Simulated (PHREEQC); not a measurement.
PHREEQC input (ion-association model, phreeqc.dat):

```
SOLUTION 0
  temp 40
  units mmol/kgw
  pH 7 charge
  Cl 5.01
  Zn 2.5
  O(0) 1 O2(g) -0.68
SOLUTION 1-30
  temp 40
  units mmol/kgw
  pH 7 charge
  Cl 2.01
  Ba 1
  O(0) 1 O2(g) -0.68
END
EXCHANGE 1-30
  X 0.0038
  -equilibrate 1
END
SELECTED_OUTPUT 1
  -reset false
  -pH true
  -pe true
  -ionic_strength true
  -water true
  -step true
  -totals Ba Cl Zn
  -molalities ZnX2 BaX2
  -saturation_indices Zn(OH)2(e)
PRINT
  -reset false
TRANSPORT
  -cells 30
  -shifts 120
  -lengths 0.0166667
  -time_step 60
  -dispersivities 0.04
  -boundary_conditions flux flux
  -correct_disp true
  -punch_cells 30
  -punch_frequency 4
END
```

Selected output (columns that matter, 24 of 31 rows; pore volumes added in front):

```
pore volumes	pH	mu	Ba	Cl	Zn	m_ZnX2	m_BaX2	si_Zn(OH)2(e)
0	5.0246	0.00301	0.001	0.00201	0	0	0.0019	-1000
0.15	5.0246	0.00301	0.001	0.00201	9.4805e-22	1.2713e-21	0.0019	-22.583
0.4167	5.0248	0.00308	0.0010233	0.0020567	2.2507e-08	2.9487e-08	0.0019	-9.2083
0.55	5.0258	0.0033864	0.001124	0.0022609	1.4266e-06	1.699e-06	0.0018983	-7.4093
0.6833	5.0274	0.0039622	0.0013002	0.002645	1.7324e-05	1.7663e-05	0.0018823	-6.3306
0.95	5.0287	0.005359	0.0015672	0.0035798	0.00021773	0.00016887	0.0017311	-5.2474
1.0833	5.0278	0.0059443	0.0015655	0.0039742	0.0004166	0.00029881	0.0016012	-4.9745
1.2167	5.0261	0.0063999	0.0014874	0.0042832	0.00064919	0.00044494	0.0014551	-4.7904
1.35	5.0241	0.0067342	0.0013629	0.0045118	0.00088798	0.0005952	0.0013048	-4.662
1.6167	5.0202	0.007131	0.0010685	0.0047869	0.0013199	0.00088078	0.0010192	-4.5018
1.75	5.0185	0.0072388	0.00092618	0.0048632	0.0015004	0.0010093	0.00089072	-4.4507
1.8833	5.017	0.0073094	0.00079564	0.0049141	0.0016564	0.0011264	0.00077363	-4.4115
2.15	5.0146	0.0073839	0.00057659	0.0049698	0.0019033	0.0013257	0.00057433	-4.3567
2.2833	5.0137	0.0074019	0.00048766	0.0049841	0.0019994	0.0014086	0.00049137	-4.3374
2.4167	5.0128	0.0074129	0.0004111	0.0049934	0.0020806	0.0014814	0.00041863	-4.3219
2.6833	5.0116	0.0074232	0.00028981	0.0050032	0.0022068	0.0015996	0.00030044	-4.2989
2.8167	5.0111	0.0074251	0.00024249	0.0050057	0.0022553	0.0016468	0.00025324	-4.2905
2.95	5.0107	0.0074261	0.0002025	0.0050072	0.0022961	0.0016872	0.00021281	-4.2835
3.0833	5.0103	0.0074264	0.00016878	0.0050082	0.0023303	0.0017217	0.00017835	-4.2778
3.35	5.0098	0.0074261	0.00011668	0.0050093	0.002383	0.0017757	0.00012435	-4.2691
3.4833	5.0096	0.0074258	9.6788e-05	0.0050095	0.002403	0.0017965	0.00010349	-4.2659
3.6167	5.0094	0.0074255	8.0181e-05	0.0050097	0.0024197	0.001814	8.5975e-05	-4.2632
3.8833	5.0092	0.0074249	5.4825e-05	0.0050099	0.0024451	0.001841	5.9038e-05	-4.2592
4.0167	5.0091	0.0074246	4.526e-05	0.0050099	0.0024547	0.0018512	4.8818e-05	-4.2577
```

Away from 25 °C the constants follow the database's enthalpies or fits; those with neither stay at their 25 °C values.
